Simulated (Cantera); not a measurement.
## Pyrogenic steam for wet oxidation

An isothermal, constant-pressure homogeneous reactor starts with 35.4 % H2, 20.8 % O2, 43.7 % N2, equivalence ratio 0.85, at 900 K and 128 Torr.

Model: the H2/O2 subset of GRI-Mech 3.0, which has no nitrogen chemistry, integrated in Cantera. Below about 950 K walls govern HO2 and H2O2 in real vessels. The temperature is held fixed by assumption; the heat of reaction is taken as removed at once.

| t (s) | x H2 | x O2 | x H2O2 | x O | x H | x HO2 |
|---|---|---|---|---|---|---|
| 0.000300 | 0.354 | 0.208 | <1e-12 | 6.84e-11 | 7.16e-10 | 5.34e-10 |
| 0.000757 | 0.354 | 0.208 | 6.11e-11 | 7.40e-9 | 7.71e-8 | 5.13e-8 |
| 0.00191 | 0.303 | 0.187 | 4.48e-7 | 0.00149 | 0.0170 | 4.28e-5 |
| 0.00482 | 0.0395 | 0.0570 | 1.79e-6 | 5.81e-5 | 0.000269 | 3.83e-5 |
| 0.0122 | 0.0332 | 0.0539 | 1.19e-5 | 1.35e-6 | 5.18e-6 | 3.36e-5 |
| 0.0307 | 0.0330 | 0.0538 | 2.73e-5 | 3.53e-8 | 1.37e-7 | 1.51e-5 |
| 0.0775 | 0.0329 | 0.0538 | 3.71e-5 | 4.56e-8 | 1.77e-7 | 1.46e-5 |
| 0.195 | 0.0326 | 0.0536 | 6.40e-5 | 8.39e-8 | 3.28e-7 | 1.84e-5 |
| 0.493 | 0.0306 | 0.0526 | 0.000110 | 1.55e-7 | 5.97e-7 | 2.23e-5 |
| 1.24 | 0.0247 | 0.0498 | 0.000109 | 1.63e-7 | 5.60e-7 | 2.12e-5 |
| 3.14 | 0.0142 | 0.0448 | 7.98e-5 | 1.43e-7 | 3.62e-7 | 1.73e-5 |
| 7.93 | 0.00345 | 0.0396 | 3.14e-5 | 8.46e-8 | 1.06e-7 | 9.94e-6 |
| 20.0 | 0.000272 | 0.0381 | 1.70e-6 | 6.59e-9 | 4.29e-9 | 2.14e-6 |
x: mole fraction; the columns are a selection and need not sum to one.

Equilibrium at this temperature and pressure: H2 1.72e-11, O2 0.0380, H2O2 2.35e-11, O 2.56e-12, H <1e-12, HO2 5.82e-11 (gas phase only).
